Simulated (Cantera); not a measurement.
Input (Python, Cantera) and output of one run.

```python
import numpy as np
import cantera as ct

gas_names = """
    C CH CH2 CH3 CH2OH CH3O CH4 CH3OH CO CO2 COOH C2 C2H CHCO,ketyl C2H2,acetylene C2H2,vinylidene
    CH2CO,ketene C2H3,vinyl CH3CO,acetyl C2H4 C2H4O,ethylen CH3CHO,ethanal CH3COOH (HCOOH)2 C2H5 C2H6
    CH3OCH3 C2H5OH C2O C3 C3H3,propargyl C3H4,allene C3H4,propyne C3H4,cyclo- C3H5,allyl C3H6,propylene
    C3H6,cyclo- C3H6O C3H7,n-propyl C3H7,i-propyl C3H8 C3H8O,1propanol C3H8O,2propanol C3O2 C4 C4H2
    C4H4,1,3-cyclo- C4H6,butadiene C4H6,2-butyne C4H6,cyclo- C4H8,1-butene C4H8,cis2-buten
    C4H8,tr2-butene C4H8,isobutene C4H8,cyclo- (CH3COOH)2 C4H9,n-butyl C4H9,i-butyl C4H9,s-butyl
    C4H9,t-butyl C4H10,isobutane C4H10,n-butane C5 C5H6,1,3cyclo- C5H8,cyclo- C5H10,1-pentene
    C5H10,cyclo- C5H11,pentyl C5H11,t-pentyl C5H12,n-pentane C5H12,i-pentane CH3C(CH3)2CH3 C6H2
    C6H5,phenyl C6H5O,phenoxy C6H6 C6H5OH,phenol C6H10,cyclo- C6H12,1-hexene C6H12,cyclo- C6H13,n-hexyl
    C7H7,benzyl C7H8 C7H8O,cresol C7H14,1-heptene C7H15,n-heptyl C7H16,n-heptane C8H8,styrene
    C8H10,ethylbenz C8H16,1-octene C8H17,n-octyl C8H18,isooctane C8H18,n-octane C9H19,n-nonyl
    C10H8,naphthale C10H21,n-decyl C12H9,o-bipheny C12H10,bipheny H HCO HO2 H2 HCHO,formaldehy HCOOH H2O
    H2O2 O OH O2 O3 Si SiC SiC2 SiC4H12 SiH SiH2 SiH3 SiH4 SiO SiO2 Si2 Si2C Si3
""".split()
cond_names = """
    C(gr) C6H6(L) C7H8(L) C8H18(L),n-octa H2O(s) H2O(L) Si(cr) Si(L) SiC(b) SiO2(Lqz) SiO2(hqz) SiO2(L)
""".split()


def load(file, names, dense=False):
    # The tables refer to 1 bar. Condensed volumes are neglected.
    table = {s.name: s for s in ct.Species.list_from_file(file)}
    out = []
    for n in names:
        d = dict(table[n].input_data)
        d["thermo"] = dict(d["thermo"], **{"reference-pressure": 1e5})
        if dense:
            d["equation-of-state"] = {"model": "constant-volume", "density": "1e6 g/cm^3"}
        out.append(ct.Species.from_dict(d))
    return out


gas = ct.Solution(thermo="ideal-gas", species=load("nasa_gas.yaml", gas_names))
cond = {s.name: ct.Solution(thermo="fixed-stoichiometry", species=[s], name=s.name)
        for s in load("nasa_condensed.yaml", cond_names, dense=True)}
atoms = {
    'Si2H6': {'Si': 2, 'H': 6},
    'CO2': {'C': 1, 'O': 2},
}
top_T = {'C(gr)': 4500, 'SiC(b)': 3050}  # K; cautious upper limits of use, not melting points


def equilibrate(T, P, feed):
    n = {}
    for name, mol in feed.items():
        for a, k in atoms[name].items():
            n[a] = n.get(a, 0.0) + k * mol
    gas.TPX = T, P, n
    mass = sum(n.values()) * gas.mean_molecular_weight
    gas.equilibrate("TP")
    valid = [c for c in cond.values() if c.min_temp <= T <= top_T.get(c.name, c.max_temp)]
    mix = ct.Mixture([(gas, mass / gas.mean_molecular_weight)] + [(c, 0.0) for c in valid])
    mix.T, mix.P = T, P
    mix.equilibrate("TP", solver="vcs", rtol=1e-11, max_steps=5000)
    return mix


results = []
feed = {'Si2H6': 1, 'CO2': 15}  # mol
T = 1423  # K
P = 100000  # Pa
mix = equilibrate(T, P, feed)
results.append((T, P, feed, dict(zip(mix.species_names, mix.species_moles))))
x = sorted(zip(gas.X, gas.species_names), reverse=True)
print(f"T = {T:g} K  P = {P:g} Pa  gas = {mix.phase_moles(0):.4g} mol")
print("   x: " + "  ".join(f"{s} {v:.3e}" for v, s in x if v > 0.001))
print("   condensed (mol): " + ("  ".join(f"{mix.phase(i).name} {mix.phase_moles(i):.4g}"
      for i in range(1, mix.n_phases) if mix.phase_moles(i) > 1e-12) or "none"))
```

Output:

```
T = 1423 K  P = 100000 Pa  gas = 18 mol
   x: CO2 4.846e-01  CO 3.487e-01  H2O 1.265e-01  H2 4.017e-02
   condensed (mol): SiO2(hqz) 2
```

Equilibrium computed with Cantera from the NASA thermochemical tables; the gas is ideal and each condensed phase is pure. The feed counts by its element totals alone. The tables hold silica as quartz up to 1696 K and as liquid above; real silica turns to tridymite and cristobalite and melts near 1996 K. Gases not in the tables: Si(OH)4.
